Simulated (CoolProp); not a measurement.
A single-stage vapour-compression cycle with cyclopentane: evaporating at 315.15 K (dew point), condensing at 382.15 K (bubble point), superheat 5 K, subcooling 2 K, compressor efficiency 0.75, no pressure losses. Each further row changes one setting.

Model: reference Helmholtz-energy equation of state, Gedanitz 2015, in CoolProp.

```
case                              cooling COP  pressure ratio  discharge temperature (K)  refrigerating effect (kJ/kg)  volumetric capacity (kJ/m³)
--------------------------------  -----------  --------------  -------------------------  ----------------------------  ---------------------------
as stated                                2.75            6.46                      393.3                           266                          572
evaporating temperature 320.15 K         3.09            5.45                      391.9                           272                          686
condensing temperature 377.15 K          3.06            5.77                      388.8                           277                          596
subcooling 7 K                           2.87            6.46                      393.3                           277                          596
superheat 15 K                           2.80            6.46                      402.7                           280                          581
compressor efficiency 0.65               2.39            6.46                      401.7                           266                          572
```
